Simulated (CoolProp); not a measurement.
Vapour-liquid equilibrium of ethylbenzene (1) + m-xylene (2) at 278.9 K; x and y are mole fractions of (1).

Model: multi-fluid Helmholtz-energy mixture model, Zhou 2012 and Zhou 2012; pair parameters Bell 2016, in CoolProp.

Problem. Give the bubble pressure and the first vapour's composition at x = 0.15, 0.55, 0.65. Is there an azeotrope?

Solution. x = 0.15: 0.0003445 MPa, y = 0.174; x = 0.55: 0.0003676 MPa, y = 0.585; x = 0.65: 0.0003726 MPa, y = 0.680. No azeotrope shows between x = 0.05 and 0.95.

The pair parameters rest on a limited set of measurements; away from them the model extrapolates.
